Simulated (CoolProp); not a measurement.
A simple Rankine cycle with neopentane: condensing at 317.15 K, boiler at 2.01 MPa, turbine inlet 420.3 K, turbine efficiency 0.8, pump efficiency 0.6, no recuperator. Each further row changes one setting.

Values from CoolProp's reference Helmholtz-energy equation of state, Lemmon 2006. It is a short technical equation, of lower accuracy than the large ones.

```csv
case,thermal efficiency (%),net work (kJ/kg),heat in (kJ/kg),turbine exit temperature (K),volume ratio over the turbine
as stated,11.8,53.1,451,373.3,8.07
turbine inlet 440.3 K,11.5,58.4,506,396.2,7.58
condensing temperature 309.15 K,12.8,60.3,470,369.0,10.1
boiler pressure 1.41 MPa,10.0,47.4,473,386.0,5.06
turbine efficiency 0.7,10.2,45.8,451,376.7,8.16
```
